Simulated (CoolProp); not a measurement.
Vapour-liquid equilibrium of propane (1) + R114 (2) at 299.2 K; x and y are mole fractions of (1).

Values from CoolProp's multi-fluid Helmholtz-energy mixture model, Lemmon 2009 and Platzer 1990; pair parameters Bell 2016. This equation is an older, rougher fit; its heat capacities, sound speeds and derivatives of the liquid may be far off and weren't checked against measurements.

**Question.** Give the bubble pressure and the first vapour's composition at x = 0.5, 0.575, 0.95. Is there an azeotrope?

**Answer.** x = 0.5: 0.6406 MPa, y = 0.781; x = 0.575: 0.6912 MPa, y = 0.819; x = 0.95: 0.9424 MPa, y = 0.979. No azeotrope shows between x = 0.05 and 0.95.

Pair parameters are fitted to limited data, so mixtures are less certain than the pure fluids.
